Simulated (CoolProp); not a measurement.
Properties of decamethylcyclopentasiloxane (D5) along the isotherm 620 K (Tc = 618.3 K, pc = 1078 kPa, ω = 0.631).

The numbers come from the reference Helmholtz-energy equation of state, Thol 2019 in CoolProp.

| p (kPa) | phase | Z | cv (kJ/(kg K)) | expansivity (1/kK) |
|---|---|---|---|---|
| 49 | gas | 0.9838 | 1.931 | 1.716 |
| 98 | gas | 0.9672 | 1.933 | 1.830 |
| 147 | gas | 0.9502 | 1.934 | 1.954 |
| 196 | gas | 0.9328 | 1.936 | 2.091 |
| 245 | gas | 0.9149 | 1.938 | 2.243 |
| 294 | gas | 0.8966 | 1.940 | 2.413 |
| 343 | gas | 0.8777 | 1.942 | 2.604 |
| 392 | gas | 0.8581 | 1.944 | 2.820 |
| 441 | gas | 0.8380 | 1.946 | 3.065 |
| 490 | gas | 0.8171 | 1.948 | 3.348 |
| 539 | gas | 0.7954 | 1.950 | 3.677 |
